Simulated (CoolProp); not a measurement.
Vapour-liquid equilibrium of acetone (1) + toluene (2) at 411.3 K; x and y are mole fractions of (1).

Computed with CoolProp (multi-fluid Helmholtz-energy mixture model, Lemmon 2006 and Lemmon 2006; pair parameters Bell 2016).

Q: Give the bubble pressure and the first vapour's composition at x = 0.275, 0.65, 0.875. Is there an azeotrope?

A: x = 0.275: 4.412 bar, y = 0.613; x = 0.65: 6.781 bar, y = 0.849; x = 0.875: 8.172 bar, y = 0.948. No azeotrope shows between x = 0.05 and 0.95.

The pair parameters rest on a limited set of measurements; away from them the model extrapolates.
